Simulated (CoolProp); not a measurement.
Aqueous ethylene glycol as a coolant, at 30 °C, 1 atm.

The numbers come from the Melinder's fits for secondary coolants in CoolProp.

```
mass %  freezing point (°C)  conductivity (W/(m K))  Prandtl number  viscosity (mPa s)  cp (kJ/(kg K))
------  -------------------  ----------------------  --------------  -----------------  --------------
2.9                    -0.9                   0.601            5.84                  ?           4.142
6.7                    -2.2                   0.582            6.47              0.920               ?
10.4                   -3.5                   0.564            7.20               1.00           4.048
14.1                   -5.0                   0.546            8.05               1.10           3.999
17.9                   -6.8                   0.528            9.04               1.21           3.946
21.6                   -8.9                   0.511            10.1               1.33           3.890
25.3                  -11.2                   0.495            11.3               1.46           3.829
29                    -13.8                   0.478            12.6               1.60           3.765
32.8                  -16.9                   0.462            14.1                  ?           3.696
36.5                  -20.3                   0.447            15.6               1.93           3.626
40.2                  -24.0                   0.432            17.4               2.12           3.555
44                    -28.3                   0.417               ?               2.33           3.481
```

Fill in the missing entries.


- 2.9, viscosity (mPa s): 0.847
- 6.7, cp (kJ/(kg K)): 4.094
- 32.8, viscosity (mPa s): 1.76
- 44, Prandtl number: 19.5
